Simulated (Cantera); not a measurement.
A closed system holds: 1 mol C3H6, 0.035 mol NH3, at 1477 °C and 8800000 Pa.

Cantera equilibrium calculation (NASA polynomials, part measured and part estimated; ideal gas, pure solids and liquids). Candidate condensed phases: C, C6H6, C7H8, C8H18; 92 gas species. The ideal-gas law is rough above about 30 bar. Kinetics and transport are ignored.

Base state: H2 0.924, CH4 0.0687, N2 0.00581, HCN 0.000350, C2H4 0.000289, NH3 0.000194, C2H2 (acetylene) 0.000106, C2H6 4.02e-5 (mole fractions); condensed: C(graphite).

Problem. What changes in the equilibrium state with this change: temperature from 1477 °C to 1077 °C?

Solution. 
```
species             before    after
----------------  --------  -------
H2                   0.924    0.725
CH4                 0.0687    0.267
N2                 0.00581  0.00698
C2H2 (acetylene)  0.000106  8.98e-7
H                  2.38e-5  2.16e-7
HNC                1.18e-5  2.28e-7
CH3                3.59e-5  1.58e-6
C(graphite), mol      2.80     2.35
```
